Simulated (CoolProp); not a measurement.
Vapour-liquid equilibrium of n-hexane (1) + p-xylene (2) at 0.525 MPa; x and y are mole fractions of (1).

Computed with CoolProp (multi-fluid Helmholtz-energy mixture model, Thol 2019 and Zhou 2012; pair parameters Bell 2016).

```
x     bubble temperature, mixture model (°C)  bubble temperature, Raoult's law (°C)  y, mixture model  y, Raoult's law
----  --------------------------------------  -------------------------------------  ----------------  ---------------
0.05                                       …                                  204.5             0.169            0.185
0.2                                    183.6                                  184.8             0.506            0.537
0.35                                       …                                  169.9             0.693            0.728
0.5                                    157.4                                  158.3                 …            0.840
0.65                                       …                                  148.8             0.883            0.911
0.8                                    141.0                                  141.0                 …            0.959
0.95                                       …                                  134.3             0.986            0.991
```

Question: Fill in the missing entries.

Answer: 
- 0.05, bubble temperature, mixture model (°C): 204.2
- 0.35, bubble temperature, mixture model (°C): 168.7
- 0.5, y, mixture model: 0.807
- 0.65, bubble temperature, mixture model (°C): 148.5
- 0.8, y, mixture model: 0.940
- 0.95, bubble temperature, mixture model (°C): 134.4

The largest gap from Raoult's law is -1.2 K in bubble temperature, at x = 0.35. No azeotrope shows between x = 0.05 and 0.95.

The pair parameters rest on a limited set of measurements; away from them the model extrapolates.
